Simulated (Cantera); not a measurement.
# Thermodynamics of fluorocarbon and chlorocarbon gases, feed CF₄ + HCl + H₂

Feed: 1 mol CF₄, 0.021 mol HCl, 3.2 mol H₂.

Cantera equilibrium calculation (NASA polynomials, part measured and part estimated; ideal gas, pure solids and liquids). Candidate condensed phases: C, C₆H₆, C₇H₈, C₈H₁₈; 118 gas species. Rates play no part.

Stable condensed phases:

```
T in K \ P in Pa
              1    3.6     13     46    170    600   2200   7700  28000 100000
   2975       A      A      A      A      A      A      B      B      B      B
   2925       A      A      A      A      A      B      B      B      B      B
   2875       A      A      A      A      A      B      B      B      B      B
   2825       A      A      A      A      B      B      B      B      B      B
   2775       A      A      A      A      B      B      B      B      B      B
   2725       A      A      A      B      B      B      B      B      B      B
   2675       A      A      A      B      B      B      B      B      B      B
   2625       A      A      B      B      B      B      B      B      B      B
   2575       A      A      B      B      B      B      B      B      B      B
   2525       A      B      B      B      B      B      B      B      B      B
   2475       B      B      B      B      B      B      B      B      B      B
   2425       B      B      B      B      B      B      B      B      B      B
   2375       B      B      B      B      B      B      B      B      B      B
```

A: gas only; B: C.
